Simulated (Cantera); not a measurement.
Input: 1 mol SiO2, 320 mol H2, 7.2 mol N2, held at 652 °C and 36000 Pa.

Method: chemical equilibrium by Gibbs-energy minimisation in Cantera with the NASA 1993 tables (ideal gas, pure condensed phases). Candidate condensed phases: H2O, Si, SiO2, Si2N2O, Si3N4; 35 gas species. N2 is the only nitrogen source here; it is nearly inert below about 1500 K, so the nitride shown seldom forms there in practice. Kinetics and transport are ignored.

Base state: H2 0.978, N2 0.0220, NH3 5.13e-5, H2O 1.93e-5 (mole fractions); condensed: SiO2(β-quartz) + Si2N2O(s).

Task: What changes in the equilibrium state with this change: temperature from 652 °C to 1775 °C?

Result: 
```tsv
species	before	after
H2	0.978	0.968
N2	0.0220	0.0219
H	<1e-9	0.00367
SiO	<1e-9	0.00304
H2O	1.93e-5	0.00304
NH3	5.13e-5	9.43e-7
SiO2(β-quartz), mol	0.996	0
Si2N2O(s), mol	0.00211	0
```

Task: What changes in the equilibrium state with this change: SiO2 replaced by FeS?

Result: 
```
species               before     after
-------------------  -------  --------
H2                     0.978     0.977
N2                    0.0220    0.0220
H2S                        0  0.000568
H2O                  1.93e-5         0
NH3                  5.13e-5   5.13e-5
SiO2(β-quartz), mol    0.996         0
Si2N2O(s), mol       0.00211         0
Fe(α), mol                 0     0.186
FeS(s), mol                0     0.814
```
FeS: taken at fixed stoichiometry. Further candidate phases: Fe, FeS, FeS2, S.

Task: What changes in the equilibrium state with this change: SiO2 replaced by CuO?

Result: 
```json
[
 {"species": "H2", "before": "0.978", "after": "0.975"},
 {"species": "N2", "before": "0.0220", "after": "0.0220"},
 {"species": "H2O", "before": "1.93e-5", "after": "0.00306"},
 {"species": "NH3", "before": "5.13e-5", "after": "5.11e-5"},
 {"species": "SiO2(β-quartz), mol", "before": "0.996", "after": "0"},
 {"species": "Si2N2O(s), mol", "before": "0.00211", "after": "0"},
 {"species": "Cu(s), mol", "before": "0", "after": "1.00"}
]
```
Further candidate phases: Cu, CuO, Cu(OH)2, Cu2O.
